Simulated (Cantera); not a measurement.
Mixture: CH4 : O2 : N2 : CO2 = 1 : 2.17 : 8.17 : 0.1 (molar parts), equivalence ratio 0.92, at 9.87 atm, adiabatic and at constant pressure. Ignition delay is the time to a rise of 400 K.

Computed with Cantera and GRI-Mech 3.0 (53 species, 325 reactions).

### Question
Predict: delay at 1125 K; delay at 1175 K; delay at 1225 K; delay at 1275 K; delay at 1325 K; delay at 1375 K; apparent activation energy between 1275 and 1375 K.

### Answer
- delay at 1125 K = 12.1 ms
- delay at 1175 K = 6.31 ms
- delay at 1225 K = 3.41 ms
- delay at 1275 K = 1.90 ms
- delay at 1325 K = 1.09 ms
- delay at 1375 K = 0.637 ms
- apparent activation energy between 1275 and 1375 K = 160 kJ/mol
